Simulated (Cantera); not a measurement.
**NO annealing gas**

A perfectly stirred reactor is fed with 17.9 % NO, 82.1 % N2, at 143 Torr; it is held at 2100 K, and followed from long to short residence time.

Model: GRI-Mech 3.0 (53 species, 325 reactions), integrated in Cantera.

```
τ (s)    x NO    x N2O    x NO2   x N2      x O2       x O
------  -----  -------  -------  -----  --------  --------
0.92    0.114  5.72e-6  2.89e-5  0.853    0.0319  0.000598
0.39    0.149  1.00e-5  2.67e-5  0.836    0.0146  0.000433
0.17    0.166  1.28e-5  2.11e-5  0.827   0.00585  0.000315
0.072   0.174  1.41e-5  1.66e-5  0.824   0.00218  0.000244
0.031   0.177  1.44e-5  1.37e-5  0.822  0.000799  0.000199
0.013   0.178  1.41e-5  1.07e-5  0.822  0.000251  0.000154
0.0057  0.178  1.30e-5  7.16e-6  0.822   6.51e-5  0.000101
0.0024  0.178  1.08e-5  3.45e-6  0.821   1.15e-5   4.91e-5
0.0010  0.179  7.47e-6  1.26e-6  0.821   1.67e-6   1.91e-5
```
x: mole fraction; the columns are a selection and need not sum to one.
